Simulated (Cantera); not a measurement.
Charge: 1 mol Cu2O, 140 mol H2, at 1.30 mbar.

These are equilibrium values from Cantera (NASA tables, ideal gas, pure condensed phases), not measurements of a reactor. Candidate condensed phases: Cu, CuO, Cu(OH)2, Cu2O, H2O; 12 gas species. Rates play no part.

log p: log10 of the partial pressure in bar; n: condensed amount in mol.

```json
[
 {"T (K)": "900", "log p H2": "-2.89", "log p H2O": "-5.03", "log p Cu": "-12.74", "log p H": "-11.38", "n Cu(s)": "2.00", "n Cu(l)": "0"},
 {"T (K)": "950", "log p H2": "-2.89", "log p H2O": "-5.03", "log p Cu": "?", "log p H": "?", "n Cu(s)": "2.00", "n Cu(l)": "0"},
 {"T (K)": "1000", "log p H2": "-2.89", "log p H2O": "-5.03", "log p Cu": "-10.81", "log p H": "-10.09", "n Cu(s)": "2.00", "n Cu(l)": "0"},
 {"T (K)": "1050", "log p H2": "-2.89", "log p H2O": "-5.03", "log p Cu": "-9.98", "log p H": "-9.54", "n Cu(s)": "2.00", "n Cu(l)": "0"},
 {"T (K)": "1100", "log p H2": "-2.89", "log p H2O": "-5.03", "log p Cu": "-9.23", "log p H": "-9.03", "n Cu(s)": "2.00", "n Cu(l)": "0"},
 {"T (K)": "1150", "log p H2": "-2.89", "log p H2O": "-5.03", "log p Cu": "-8.54", "log p H": "-8.57", "n Cu(s)": "2.00", "n Cu(l)": "0"},
 {"T (K)": "1200", "log p H2": "-2.89", "log p H2O": "-5.03", "log p Cu": "?", "log p H": "?", "n Cu(s)": "2.00", "n Cu(l)": "0"},
 {"T (K)": "1250", "log p H2": "-2.89", "log p H2O": "-5.03", "log p Cu": "-7.33", "log p H": "-7.76", "n Cu(s)": "2.00", "n Cu(l)": "0"},
 {"T (K)": "1300", "log p H2": "-2.89", "log p H2O": "-5.03", "log p Cu": "-6.80", "log p H": "-7.40", "n Cu(s)": "1.98", "n Cu(l)": "0"},
 {"T (K)": "1350", "log p H2": "-2.89", "log p H2O": "-5.03", "log p Cu": "-6.31", "log p H": "-7.07", "n Cu(s)": "1.95", "n Cu(l)": "0"},
 {"T (K)": "1400", "log p H2": "-2.89", "log p H2O": "-5.03", "log p Cu": "-5.87", "log p H": "-6.76", "n Cu(s)": "0", "n Cu(l)": "1.85"},
 {"T (K)": "1450", "log p H2": "-2.89", "log p H2O": "-5.03", "log p Cu": "-5.46", "log p H": "-6.47", "n Cu(s)": "0", "n Cu(l)": "1.63"},
 {"T (K)": "1500", "log p H2": "-2.89", "log p H2O": "-5.04", "log p Cu": "-5.08", "log p H": "-6.20", "n Cu(s)": "0", "n Cu(l)": "1.11"}
]
```

Some entries are withheld; supply them.


- 950, log p Cu: -11.72
- 950, log p H: -10.70
- 1200, log p Cu: -7.91
- 1200, log p H: -8.15
